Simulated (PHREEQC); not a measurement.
Nickel, zinc or cadmium bath

Make-up at 20 °C: 0.045 mol/kgw Ni(NO3)2, 0.16 mol/kgw NaCl and 4e-05 mol/kgw HCl. Closed to the air; pH follows from the charge balance.

Model: ion-association model, wateq4f.dat, run in PHREEQC.

Precipitation was switched off in this run.

Predict the pH, activity of water.

pH 4.50; activity of water 0.992.

In which forms is Cl present?

Cl- 96 %, NiCl+ 2.6 %, NiCl2 1.4 % of the Cl.
